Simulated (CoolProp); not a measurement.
Vapour-liquid equilibrium of R134a (1) + R245fa (2) at 12.5 bar; x and y are mole fractions of (1).

Values from CoolProp's multi-fluid Helmholtz-energy mixture model, Tillner-Roth 1994 and Akasaka 2015; pair parameters Akasaka 2014.

| x | bubble temperature (K) | y at the bubble point | dew temperature at overall composition x (K) | liquid density (mol/L) |
|---|---|---|---|---|
| 0.05 | 368.9 | 0.105 | 370.9 | 8.332 |
| 0.125 | 363.6 | 0.246 | 368.2 | 8.560 |
| 0.2 | 358.7 | 0.368 | 365.4 | 8.779 |
| 0.275 | 354.0 | 0.474 | 362.5 | 8.992 |
| 0.35 | 349.7 | 0.565 | 359.4 | 9.199 |
| 0.425 | 345.6 | 0.645 | 356.2 | 9.402 |
| 0.5 | 341.8 | 0.714 | 352.8 | 9.600 |
| 0.575 | 338.1 | 0.774 | 349.2 | 9.795 |
| 0.65 | 334.7 | 0.826 | 345.3 | 9.988 |
| 0.725 | 331.5 | 0.873 | 341.1 | 10.18 |
| 0.8 | 328.5 | 0.913 | 336.5 | 10.37 |
| 0.875 | 325.6 | 0.949 | 331.3 | 10.57 |
| 0.95 | 322.8 | 0.981 | 325.5 | 10.77 |

No azeotrope shows between x = 0.05 and 0.95.

Pair parameters are fitted to limited data, so mixtures are less certain than the pure fluids.
